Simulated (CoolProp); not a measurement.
The numbers come from the reference Helmholtz-energy equation of state, Zhou 2012 in CoolProp.

For p-xylene, give the phase and the density (kg/m³), cp (kJ/(kg K)) at 556.1 K and 0.247 MPa; 620 K and 0.247 MPa.


- 556.1 K and 0.247 MPa: gas; density 5.89, cp 2.11
- 620 K and 0.247 MPa: gas; density 5.22, cp 2.26
